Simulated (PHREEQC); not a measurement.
PHREEQC input (ion-association model, wateq4f.dat):

```
SOLUTION_MASTER_SPECIES
  An  An-  0  An  62.0  # stands for a non-complexing anion
SOLUTION_SPECIES
  An- = An-
    -log_k 0
    -gamma 3.0 0
PHASES
  Fix_H+
    H+ = H+
    -log_k 0
SOLUTION 1
  temp 25
  units mmol/kgw
  pH 7 charge
  B 0.65
  As(5) 0.61
  Na 6.22
  An 5
END
SELECTED_OUTPUT 1
  -reset false
  -pH true
  -pe true
  -ionic_strength true
  -water true
  -totals As B Na As(3) As(5)
  -molalities Hfo_wOH Hfo_wOH2+ Hfo_wO- Hfo_sOH Hfo_sOH2+ Hfo_sO- Hfo_wH2BO3 Hfo_wH2AsO4 Hfo_wHAsO4- Hfo_wOHAsO4-3
USER_PUNCH 1
  -headings sigma psi
  10 PUNCH EDL("sigma", "Hfo"), EDL("psi", "Hfo")
PRINT
  -reset false
USE solution 1
SURFACE 1
  Hfo_wOH 0.000247191 600 0.11
  Hfo_sOH 6.17978e-06
EQUILIBRIUM_PHASES 1
  Fix_H+ -4 HAn 10
    -force_equality true
  O2(g) -0.68 10
END
# ... the last block is repeated for the other 16 points of pH, with NaOH or the acid as the point needs
```

Selected output (columns that matter, 13 of 17 rows; pH added in front):

```
pH	mu	As	B	Na	m_Hfo_wOH	m_Hfo_wOH2+	m_Hfo_wO-	m_Hfo_sOH	m_Hfo_sOH2+	m_Hfo_sO-	m_Hfo_wH2BO3	m_Hfo_wH2AsO4	sigma	psi
4	0.0063293	0.0003651	0.00065	0.00622	2.4006e-09	2.2922e-06	5.7595e-14	6.4652e-09	6.1733e-06	1.5511e-13	6.5157e-12	0.00023876	0.003403	0.018342
4.5	0.0062552	0.00036696	0.00065	0.00622	7.2903e-09	4.1455e-06	2.9371e-13	1.0849e-08	6.1689e-06	4.3706e-13	1.9787e-11	0.00023298	0.00037577	0.0020803
5.5	0.0062316	0.0003767	0.00065	0.00622	6.5017e-08	1.3823e-05	7.0057e-12	2.8931e-08	6.1508e-06	3.1173e-12	1.7643e-10	0.00020915	-0.0061048	-0.031801
6	0.0062492	0.00038669	0.00065	0.00622	1.893e-07	2.3697e-05	3.4643e-11	4.8975e-08	6.1308e-06	8.9625e-12	5.1347e-10	0.00018669	-0.0099195	-0.047771
6.5	0.0063038	0.00040199	0.00065	0.00622	5.5762e-07	3.8625e-05	1.8442e-10	8.7944e-08	6.0918e-06	2.9085e-11	1.5105e-09	0.00015358	-0.014221	-0.062146
7.5	0.006545	0.00044984	0.00064998	0.00622	5.7018e-06	8.1304e-05	9.1603e-09	4.0494e-07	5.7742e-06	6.5056e-10	1.5174e-08	5.8743e-05	-0.021835	-0.080695
8	0.0066395	0.00047512	0.00064995	0.00622	1.781e-05	9.4379e-05	7.6996e-08	9.8038e-07	5.1951e-06	4.2383e-09	4.5474e-08	2.3541e-05	-0.024001	-0.084842
8.5	0.0067018	0.00050717	0.00064989	0.00622	4.6868e-05	9.6872e-05	5.1946e-07	2.0077e-06	4.1498e-06	2.2253e-08	1.0605e-07	7.0851e-06	-0.026974	-0.090232
9.5	0.0072113	0.00057115	0.00064987	0.0066447	0.00013488	6.7133e-05	6.2082e-06	4.0031e-06	1.9924e-06	1.8425e-07	1.22e-07	2.3187e-07	-0.0442	-0.11281
10	0.0075045	0.00058495	0.00064993	0.0069004	0.0001645	4.3256e-05	1.433e-05	4.5773e-06	1.2037e-06	3.9876e-07	6.0849e-08	2.8171e-08	-0.058575	-0.126
10.5	0.0079551	0.00059369	0.00064997	0.0072677	0.00017703	2.4332e-05	2.9505e-05	4.7386e-06	6.5132e-07	7.8978e-07	2.2781e-08	2.8374e-09	-0.077764	-0.13891
11.5	0.012072	0.00060616	0.00064999	0.010847	0.00014321	4.9352e-06	9.5208e-05	3.6367e-06	1.2532e-07	2.4176e-06	1.886e-09	1.0815e-11	-0.1521	-0.16252
12	0.02061	0.00060873	0.00064998	0.019083	9.4398e-05	1.3594e-06	0.00015017	2.372e-06	3.4158e-08	3.7735e-06	3.8194e-10	2.5992e-13	-0.22855	-0.16968
```

Species that the database lacks are ignored.
